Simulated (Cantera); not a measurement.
Charge: 1 mol SiHCl3, 0.032 mol HCl, 49 mol H2, equilibrated at 2473 K and 48.8 Torr.

Equilibrium computed with Cantera from the NASA thermochemical tables; the gas is ideal and each condensed phase is pure. Candidate condensed phases: Si; 19 gas species. The tables' values for SiCl are old estimates; treat these amounts as uncertain. Gases not in the tables: Si2H6 and higher silanes. The numbers say what is thermodynamically allowed, not how fast it happens.

**Question.** What is the equilibrium state?

**Answer.** 
```json
{
 "x(H2)": "0.848",
 "x(H)": "0.0806",
 "x(HCl)": "0.0495",
 "x(Si)": "0.0150",
 "x(Cl)": "0.00333",
 "x(SiCl2)": "0.00110",
 "x(SiH)": "0.000971",
 "x(SiCl)": "0.000963",
 "x(SiH2)": "0.000198",
 "gas_amount": "54.18 mol",
 "log10 activity of Si(l) (absent)": "-0.60"
}
```
